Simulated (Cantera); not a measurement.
Input: 1 mol CF4, 0.073 mol H2, 0.027 mol HCl, at 1402 °C and 100000 Pa.

Equilibrium computed with Cantera from the NASA thermochemical tables; the gas is ideal and each condensed phase is pure. Candidate condensed phases: C, C6H6, C7H8, C8H18; 118 gas species. Gases not in the tables: C2F6 and larger saturated fluorocarbons. Kinetics and transport are ignored.

Base state: CF4 0.832, HF 0.146, Cl 0.00817, CClF3 0.00574, HCl 0.00487, Cl2 0.00236, CF2 0.000402, CF3 0.000182 (mole fractions); condensed: C(graphite).

Question: What changes in the equilibrium state with this change: H2 from 0.073 to 0.43 mol?

Answer: 
```tsv
species	before	after
HF	0.146	0.519
CF4	0.832	0.465
HCl	0.00487	0.00943
CCl2F2	3.00e-5	4.99e-6
Cl2	0.00236	0.000525
CClF3	0.00574	0.00175
CHF3	8.46e-6	2.25e-5
ClF	1.55e-5	6.31e-6
C(graphite), mol	0.0399	0.217
```
